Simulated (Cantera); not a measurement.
Input: 1 mol SiHCl₃, 35 mol N₂, held at 0.100 bar.

Equilibrium computed with Cantera from the NASA thermochemical tables; the gas is ideal and each condensed phase is pure. Candidate condensed phases: NH₄Cl, Si, Si₃N₄; 28 gas species. The tables' values for SiCl₃ are old estimates; treat these amounts as uncertain. Equilibrium is a limit: real reactors are often held back by kinetics, nucleation or transport. All values below are at 1350 °C.

Base state: N₂ 0.949, HCl 0.0224, SiCl₂ 0.0209, SiCl₃ 0.00367, H₂ 0.00235, SiCl₄ 0.00151, Cl 7.97e-5, SiHCl₃ 2.44e-5 (mole fractions); condensed: Si₃N₄(s).

Problem. What changes in the equilibrium state with this change: pressure from 0.100 bar to 59.0 Pa?

Solution. 
```csv
species,before,after
N₂,0.949,0.945
SiCl₂,0.0209,0.0264
HCl,0.0224,0.0247
SiCl₃,0.00367,0.000575
SiHCl₃,2.44e-5,2.01e-7
SiCl₄,0.00151,2.93e-5
Cl,7.97e-5,0.00167
"Si₃N₄(s), mol",0.0127,0
```
The tables' values for SiCl₃, SiCl are old estimates; treat these amounts as uncertain.

Problem. What changes in the equilibrium state with this change: SiHCl₃ replaced by trisilylamine?

Solution. 
```json
[
 {"species": "N₂", "before": "0.949", "after": "0.882"},
 {"species": "H₂", "before": "0.00235", "after": "0.118"},
 {"species": "H", "before": "1.06e-5", "after": "7.52e-5"},
 {"species": "HCl", "before": "0.0224", "after": "0"},
 {"species": "SiCl₂", "before": "0.0209", "after": "0"},
 {"species": "SiCl₃", "before": "0.00367", "after": "0"},
 {"species": "SiCl₄", "before": "0.00151", "after": "0"},
 {"species": "Cl", "before": "7.97e-5", "after": "0"},
 {"species": "SiHCl₃", "before": "2.44e-5", "after": "0"},
 {"species": "Si₃N₄(s), mol", "before": "0.0127", "after": "1.000"}
]
```
The feed counts by its element totals alone.
